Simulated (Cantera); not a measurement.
**Ignition delay**

Mixture: 3.95 % CH4, 0.633 % CO, 18.7 % O2, 76.7 % N2, equivalence ratio 0.44, at 4.10 bar, adiabatic and at constant pressure. Ignition delay is the time to a rise of 400 K.

Computed with Cantera and GRI-Mech 3.0 (53 species, 325 reactions).

```csv
T0 (K),delay (ms)
1200,9.35
1250,4.85
1300,2.61
1350,1.46
1400,0.841
1450,0.502
```

```json
{
  "apparent activation energy between 1350 and 1450 K": "170 kJ/mol"
}
```
